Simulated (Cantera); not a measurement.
Charge: 1 mol Cu, 2.3 mol F2, 0.18 mol N2, held at 750 Torr.

These are equilibrium values from Cantera (NASA tables, ideal gas, pure condensed phases), not measurements of a reactor. Candidate condensed phases: Cu, CuF2; 11 gas species. Rates play no part. All values below are at 775 K.

Base state: F2 0.675, NF3 0.320, F 0.00460, N2 0.000228 (mole fractions); condensed: CuF2(s).

Question: What changes in the equilibrium state with this change: N2 from 0.18 to 1 mol?

Answer: 
```csv
species,before,after
NF3,0.320,0.521
N2,0.000228,0.400
F2,0.675,0.0774
F,0.00460,0.00156
"CuF2(s), mol",1.00,1.00
```
